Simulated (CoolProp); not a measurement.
A single-stage vapour-compression cycle with the fluid: evaporating at 321.15 K (dew point), condensing at 380.15 K (bubble point), superheat 5 K, subcooling 2 K, compressor efficiency 0.65, no pressure losses. The same conditions are run with several fluids, on thermodynamics alone (safety and materials aside).

The numbers come from the reference Helmholtz-energy equation of state of each fluid (benzene: Thol 2012; n-butane: Bücker 2006; n-perfluorohexane: Gao 2022; hexamethyldisiloxane (MM): Thol 2016; cyclohexane: Zhou 2014; n-pentane: Thol 2019) in CoolProp.

Task: Rank benzene, n-butane, n-perfluorohexane, hexamethyldisiloxane (MM), cyclohexane, n-pentane by cooling COP, highest first.

Result: benzene (2.99), cyclohexane (2.85), n-pentane (2.54), n-butane (2.30), hexamethyldisiloxane (MM) (2.27), n-perfluorohexane (1.54)

| fluid | pressure ratio | discharge temperature (K) | refrigerating effect (kJ/kg) | volumetric capacity (kJ/m³) |
|---|---|---|---|---|
| benzene | 6.47 | 409.2 | 315 | 308 |
| n-butane | 3.71 | 385.6 | 185 | 2100 |
| n-perfluorohexane | 5.74 | 380.1 | 26.8 | 258 |
| hexamethyldisiloxane (MM) | 7.55 | 380.2 | 110 | 108 |
| cyclohexane | 6.23 | 388.9 | 265 | 281 |
| n-pentane | 4.62 | 380.1 | 209 | 881 |

The compression ends wet for: n-perfluorohexane; hexamethyldisiloxane (MM); n-pentane.
